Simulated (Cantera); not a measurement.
An adiabatic, constant-volume homogeneous reactor starts with CO : H2 : O2 : N2 = 1 : 0.073 : 1.63 : 6.11 (molar parts), at 1200 K and 11.0 bar.

Cantera simulation using GRI-Mech 3.0 (53 species, 325 reactions); the numbers are that mechanism's predictions, not measurements. The hydrogen kinetics of GRI-Mech 3.0 are dated; newer H2 mechanisms differ, most at raised pressure.

### Question
Predict: time of steepest temperature rise; temperature at 0.300 s; equilibrium temperature; x(CO) at 0.300 s; x(H2) at 0.300 s; x(O2) at 0.300 s; x(CO2) at 0.300 s; x(OH) at 0.300 s; x(O) at 0.300 s.

### Answer
```
Property                                                               Value
---------------------------------  -----------------------------------------
time of steepest temperature rise                                   0.162 ms
temperature at 0.300 s                                                2320 K
equilibrium temperature                                               2320 K
x(CO) at 0.300 s                   0.000999 (gas-phase equilibrium 0.000999)
x(H2) at 0.300 s                     1.23e-5 (gas-phase equilibrium 1.23e-5)
x(O2) at 0.300 s                         0.126 (gas-phase equilibrium 0.126)
x(CO2) at 0.300 s                        0.120 (gas-phase equilibrium 0.120)
x(OH) at 0.300 s                   0.000949 (gas-phase equilibrium 0.000949)
x(O) at 0.300 s                    0.000445 (gas-phase equilibrium 0.000445)
```
